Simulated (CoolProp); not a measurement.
Vapour-liquid equilibrium of n-pentane (1) + the fluoroketone C6F12O (FK-5-1-12) (2) at 0.362 MPa; x and y are mole fractions of (1).

Values from CoolProp's multi-fluid Helmholtz-energy mixture model, Thol 2019 and McLinden 2015; pair parameters Bell 2016.

**Question.** Give the bubble temperature and the first vapour's composition at x = 0.05, 0.25, 0.85. Is there an azeotrope?

**Answer.** x = 0.05: 360.7 K, y = 0.130; x = 0.25: 348.9 K, y = 0.465; x = 0.85: 344.7 K, y = 0.742. y crosses x between x = 0.65 and 0.75: the model has an azeotrope there.

Pair parameters are fitted to limited data, so mixtures are less certain than the pure fluids.
